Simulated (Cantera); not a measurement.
Feed: 1 mol Si, a varied amount of CO, 7.1 mol N₂, held at 675 K and 1.00 bar.

These are equilibrium values from Cantera (NASA tables, ideal gas, pure condensed phases), not measurements of a reactor. Candidate condensed phases: C, Si, SiC, SiO₂, Si₂N₂O, Si₃N₄; 34 gas species. N₂ is the only nitrogen source here; it is nearly inert below about 1500 K, so the nitride shown seldom forms there in practice. The numbers say what is thermodynamically allowed, not how fast it happens.

x: gas mole fraction; n: condensed amount in mol.

```
n(CO) (mol)   x N₂     x CO₂     x CO  n C(graphite)  n Si₂N₂O(s)  n Si₃N₄(s)  n SiO₂(α-quartz)
-----------  -----  --------  -------  -------------  -----------  ----------  ----------------
0.3           1.00    <1e-12   <1e-12          0.300        0.300       0.133                 0
0.72          1.00  1.64e-12  1.16e-8          0.720        0.427           0             0.147
1.1           1.00  1.64e-12  1.16e-8           1.10        0.300           0             0.400
1.6           1.00  1.64e-12  1.16e-8           1.60        0.133           0             0.733
2             1.00  1.64e-12  1.16e-8           2.00            0           0              1.00
2.4          0.972    0.0266      [?]           2.19            0           0              1.00
2.8          0.946    0.0522      [?]           2.39            0           0              1.00
3.3          0.915    0.0825      [?]           2.64            0           0              1.00
```

Q: Some entries are withheld; supply them.

A: 
- 2.4, x CO: 0.00148
- 2.8, x CO: 0.00208
- 3.3, x CO: 0.00261
